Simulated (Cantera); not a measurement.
Input: 1 mol CaCl₂, 0.15 mol O₂, 250 mol N₂, equilibrated at 1948.15 K and 1.20e-5 bar.

Equilibrium computed with Cantera from the NASA thermochemical tables; the gas is ideal and each condensed phase is pure. Candidate condensed phases: Ca, CaCl₂, CaO; 17 gas species. Kinetics and transport are ignored.

**Question.** What is the equilibrium state?

**Answer.** 
```json
{
  "x(N₂)": "0.989",
  "x(Cl)": "0.00632",
  "x(Ca)": "0.00289",
  "x(O)": "0.000953",
  "x(CaCl)": "0.000541",
  "x(CaCl₂)": "0.000522",
  "x(NO)": "0.000120",
  "x(O₂)": "5.51e-5",
  "x(CaO)": "2.65e-6",
  "gas_amount": "252.9 mol",
  "log10 activity of CaCl₂(l) (absent)": "-7.45",
  "log10 activity of Ca(l) (absent)": "-7.84"
}
```
